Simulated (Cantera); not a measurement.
Charge: 1 mol PbO, 0.065 mol O₂, 1.6 mol H₂, held at 1300 °C and 0.0100 bar.

Method: chemical equilibrium by Gibbs-energy minimisation in Cantera with the NASA 1993 tables (ideal gas, pure condensed phases). Candidate condensed phases: H₂O, Pb, PbO, PbO₂, Pb₃O₄; 12 gas species. Kinetics and transport are ignored.

Question: What is the equilibrium state?

Answer: 
- x(H₂O): 0.434
- x(Pb): 0.384
- x(H₂): 0.181
- x(PbO): 0.000558
- x(H): 0.000173
- x(Pb₂): 2.00e-5
- x(OH): 1.50e-5
- gas amount: 2.600 mol
- log10 activity of Pb(l) (absent): -1.10
